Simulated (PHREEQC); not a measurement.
Make-up at 20 °C: 0.011 mol/kgw AlCl3, 0.2 mol/kgw ZnCl2 and 8.9e-05 mol/kgw CdCl2. Closed to the air; pH follows from the charge balance.

Equilibrium calculation in PHREEQC: ion-association model, phreeqc.dat.

The ionic strength comes out as 0.590 mol/kgw. What activity coefficients do ZnCl+, Cd+2, CdCl3-, Zn+2, ZnCl4-2 get?

ZnCl+ 0.64, Cd+2 0.30, CdCl3- 0.74, Zn+2 0.21, ZnCl4-2 0.21.

This is a speciation only: nothing precipitates in the calculation. Complexes and solids missing from the database can't appear.
